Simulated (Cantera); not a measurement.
Charge: 1 mol Ta(OEt)₅, 0.16 mol CO₂, held at 2800 K and 10.0 mbar.

Equilibrium computed with Cantera from the NASA thermochemical tables; the gas is ideal and each condensed phase is pure. Candidate condensed phases: C, C₆H₆, C₇H₈, C₈H₁₈, H₂O, Ta, TaC, Ta₂O₅; 113 gas species. The feed counts by its element totals alone. TaC: taken at fixed stoichiometry. Condensed phases not in the tables: Ta₂C. Kinetics and transport are ignored.

Base state: H 0.451, H₂ 0.303, CO 0.230, C₂H₂ (acetylene) 0.0101, C₃ 0.00316, C₂H 0.00190, C 0.000659, C₂ 0.000308 (mole fractions); condensed: C(graphite) + TaC(s).

Problem. What changes in the equilibrium state with this change: pressure from 10.0 mbar to 68.0 mbar?

Solution. 
```csv
species,before,after
H₂,0.303,0.496
CO,0.230,0.265
H,0.451,0.221
C₂H₂ (acetylene),0.0101,0.0165
C₃,0.00316,0.000464
C₅,3.02e-5,4.44e-6
C,0.000659,9.69e-5
C₂,0.000308,4.53e-5
CH₃,2.24e-6,1.22e-5
"C(graphite), mol",3.02,3.09
"TaC(s), mol",1.00,1.00
```
